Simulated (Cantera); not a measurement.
Ignition delay

Mixture: CH₄ : CO : O₂ : N₂ = 1 : 0.22 : 2.6 : 9.79 (molar parts), equivalence ratio 0.81, at 54000 Pa, adiabatic and at constant pressure. Ignition delay is the time to a rise of 400 K.

Model: GRI-Mech 3.0 (53 species, 325 reactions), integrated in Cantera.

```csv
T0 (K),delay (ms)
1150,162
1250,35.0
1350,9.12
1450,2.89
1550,1.12
1650,0.509
1750,0.261
1850,0.147
1950,0.0878
```

```
Quantity                                                 Value
--------------------------------------------------  ----------
apparent activation energy between 1750 and 1950 K  150 kJ/mol
```
